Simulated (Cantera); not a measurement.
Feed: 1 mol Ta₂O₅, 0.5 mol CH₄, 0.38 mol H₂, at 10.0 mbar.

Cantera equilibrium calculation (NASA polynomials, part measured and part estimated; ideal gas, pure solids and liquids). Candidate condensed phases: C, C₆H₆, C₇H₈, C₈H₁₈, H₂O, Ta, TaC, Ta₂O₅; 113 gas species. Mutual solubility and eutectic melting of coexisting phases are not modelled. Condensed phases not in the tables: Ta₂C, N, O or C dissolved in the metal. Rates play no part. All values below are at 1727 °C.

Base state: H₂ 0.721, CO 0.264, H 0.0138, H₂O 0.00132, CO₂ 0.000105, TaO₂ 0.000105, TaO 2.01e-5 (mole fractions); condensed: Ta(s) + Ta₂O₅(s).

What changes in the equilibrium state with this change: pressure from 10.0 mbar to 1 atm?


```
species          before     after
-------------  --------  --------
H₂                0.721     0.790
CO                0.264     0.204
H₂O             0.00132   0.00468
H                0.0138   0.00144
TaO₂           0.000105   5.77e-7
TaO             2.01e-5   3.41e-8
CO₂            0.000105  0.000264
Ta(s), mol        0.201         0
Ta₂O₅(s), mol     0.899     0.927
TaC(s), mol           0     0.145
```
TaC: taken at fixed stoichiometry. Condensed phases not in the tables: Ta₂C.
